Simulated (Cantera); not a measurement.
Charge: 1 mol SiC, 0.073 mol C, 0.085 mol H2, equilibrated at 2000 K.

Equilibrium computed with Cantera from the NASA thermochemical tables; the gas is ideal and each condensed phase is pure. Candidate condensed phases: C, C6H6, C7H8, C8H18, Si, SiC; 87 gas species. Rates play no part.

x: gas mole fraction; n: condensed amount in mol.

| P (Pa) | x H2 | x H | x Si | x SiC2 | x Si2C | n C(graphite) | n SiC(s) |
|---|---|---|---|---|---|---|---|
| 1 | 0.413 | 0.331 | 0.239 | 0.00988 | 0.00654 | 0.108 | 0.962 |
| 5.60 | 0.764 | 0.190 | 0.0426 | 0.00176 | 0.00117 | 0.0771 | 0.995 |
| 32 | 0.905 | 0.0865 | 0.00746 | 0.000309 | 0.000205 | 0.0735 | 0.999 |
| 180 | 0.960 | (withheld) | (withheld) | (withheld) | (withheld) | 0.0730 | 1.000 |
| 1000 | 0.983 | (withheld) | (withheld) | (withheld) | (withheld) | 0.0729 | 1.000 |
| 5600 | 0.992 | 0.00685 | 4.26e-5 | 1.76e-6 | 1.17e-6 | 0.0729 | 1.000 |
| 32000 | 0.996 | 0.00287 | 7.46e-6 | 3.09e-7 | 2.05e-7 | 0.0729 | 1.000 |
| 180000 | 0.997 | 0.00121 | 1.33e-6 | 5.49e-8 | 3.64e-8 | 0.0728 | 1.000 |
| 1000000 | 0.994 | 0.000513 | 2.39e-7 | 9.88e-9 | 6.54e-9 | 0.0725 | 1.000 |

Q: Complete the blanks.

A: 
- 1000, x H: 0.0161
- 1000, x Si: 0.000239
- 1000, x SiC2: 9.88e-6
- 1000, x Si2C: 6.54e-6
- 180, x H: 0.0376
- 180, x Si: 0.00133
- 180, x SiC2: 5.49e-5
- 180, x Si2C: 3.64e-5
